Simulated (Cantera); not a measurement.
Input: 1 mol CH3SiH3, 150 mol H2, held at 1200 K and 0.130 bar.

These are equilibrium values from Cantera (NASA tables, ideal gas, pure condensed phases), not measurements of a reactor. Candidate condensed phases: C, C6H6, C7H8, C8H18, Si, SiC; 87 gas species. The feed counts by its element totals alone. Mutual solubility and eutectic melting of coexisting phases are not modelled. Rates play no part.

**Question.** What is the equilibrium state?

**Answer.** 
```json
{
 "x(H2)": "1.000",
 "x(CH4)": "3.46e-6",
 "n(Si(s))": "0.000515 mol",
 "n(SiC(s))": "0.999 mol",
 "gas_amount": "153.0 mol",
 "log10 activity of C(graphite) (absent)": "-2.77"
}
```
